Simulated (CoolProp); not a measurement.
Model: reference Helmholtz-energy equation of state, Span 2003, in CoolProp. It is a short technical equation, of lower accuracy than the large ones.

Task: For n-heptane, give the phase and the viscosity (µPa s), conductivity (mW/(m K)) at 561 K and 0.101 MPa.

Result: 
- 561 K and 0.101 MPa: gas; viscosity 11.0, conductivity 40.6

Viscosity comes from a separate model (Michailidou 2014). Thermal conductivity comes from a separate model (Assael 2013).
